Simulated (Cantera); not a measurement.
Predominance diagram of Ca at 1175 K against the partial pressures of O₂ and Cl₂ (log10, bar). Standard-state values (1 bar) from the NASA 1993 polynomials, evaluated with Cantera. Candidates: Ca(l), CaCl₂(l), CaO(s). Only these pure phases compete in this equilibrium. Not in the tables: oxide halides.

Which phase is stable at these pairs, and which metal-bearing vapour leads over it? (-2.5, 0); (-10.1, -2.8); (-13.5, -12.5); (-5.1, -13.8); (-7.6, -13.8); (-4.2, -4.2); (-11.8, -16.6)


| log p(O₂) | log p(Cl₂) | phase | chief vapour | log p (bar) |
|---|---|---|---|---|
| -2.5 | 0 | CaCl₂(l) | CaCl₂ | -5.4 |
| -10.1 | -2.8 | CaCl₂(l) | CaCl₂ | -5.4 |
| -13.5 | -12.5 | CaO(s) | CaCl₂ | -6.4 |
| -5.1 | -13.8 | CaO(s) | CaCl₂ | -11.9 |
| -7.6 | -13.8 | CaO(s) | CaCl₂ | -10.6 |
| -4.2 | -4.2 | CaCl₂(l) | CaCl₂ | -5.4 |
| -11.8 | -16.6 | CaO(s) | CaCl₂ | -11.3 |
